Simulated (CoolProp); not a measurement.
Computed with CoolProp (reference Helmholtz-energy equation of state, Schroeder 2014).

Question: For ethanol, give the phase and the speed of sound (m/s), viscosity (µPa s) at 521.3 K and 0.203 MPa; 521.3 K and 0.436 MPa; 521.3 K and 2.03 MPa.

Answer: 
- 521.3 K and 0.203 MPa: gas; speed of sound 318, viscosity 15.4
- 521.3 K and 0.436 MPa: gas; speed of sound 316, viscosity 15.4
- 521.3 K and 2.03 MPa: gas; speed of sound 298, viscosity 15.7

Viscosity comes from a separate model (Kiselev 2005).
